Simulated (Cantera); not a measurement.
What does this Cantera script print?

```python
import numpy as np
import cantera as ct

gas_names = [...]  # 87 gases of nasa_gas.yaml made of C, H, Si
cond_names = """
    C(gr) C6H6(L) C7H8(L) C8H18(L),n-octa Si(cr) Si(L) SiC(b)
""".split()


# ... load() reads the species with a 1 bar reference pressure and builds the phases ...
atoms = {
    'CH3SiH3': {'C': 1, 'H': 6, 'Si': 1},
    'H2': {'H': 2},
}
top_T = {'C(gr)': 4500, 'SiC(b)': 3050}  # K; cautious upper limits of use, not melting points


# ... equilibrate(T, P, feed) seeds the gas with the atoms and calls Mixture.equilibrate('TP', solver="vcs", rtol=1e-11, max_steps=5000) ...
results = []
feed = {'CH3SiH3': 1, 'H2': 4.1}  # mol
T = 1523  # K
for P in [100, 240, 560, 1300, 3200, 7500, 18000, 42000, 100000]:
    mix = equilibrate(T, P, feed)
    results.append((T, P, feed, dict(zip(mix.species_names, mix.species_moles))))

top = {s: max(r[3][s] / sum(r[3][g] for g in gas_names) for r in results) for s in gas_names}
cols = sorted((s for s in top if top[s] > 1e-06), key=lambda s: -top[s])[:9]
seen = [c for c in cond_names if any(r[3].get(c, 0) > 1e-12 for r in results)]
print("log10 of partial pressures in bar; condensed amounts in mol")
print(f"{'P/Pa':>10s}" + "".join(f"{s[:9]:>10s}" for s in cols + seen))
for T, P, feed, n in results:
    ng = sum(n[g] for g in gas_names)
    print(f"{P:10.4g}" + "".join(f"{np.log10(max(n[s] / ng * P / 1e5, 1e-99)):10.3f}" for s in cols)
          + "".join(f"{n.get(c, 0):10.4g}" for c in seen))
```

Result:

```
log10 of partial pressures in bar; condensed amounts in mol
      P/Pa        H2         H       CH4      SiH2      SiH4    Si(cr)    SiC(b)
       100    -3.000    -6.136    -9.418   -10.018   -13.297         0         1
       240    -2.620    -5.946    -8.866    -9.429   -12.327         0         1
       560    -2.252    -5.762    -8.382    -8.808   -11.339         0         1
      1300    -1.886    -5.579    -7.910    -8.183   -10.348         0         1
      3200    -1.495    -5.384    -7.381    -7.538    -9.312         0         1
      7500    -1.125    -5.199    -6.856    -6.954    -8.358         0         1
   1.8e+04    -0.745    -5.009    -6.226    -6.443    -7.466 6.231e-06         1
   4.2e+04    -0.377    -4.825    -5.490    -6.075    -6.730 3.637e-05    0.9999
     1e+05    -0.000    -4.636    -4.737    -5.698    -5.977 0.0001079    0.9999
```

These are equilibrium values from Cantera (NASA tables, ideal gas, pure condensed phases), not measurements of a reactor. The feed counts by its element totals alone. Mutual solubility and eutectic melting of coexisting phases are not modelled.
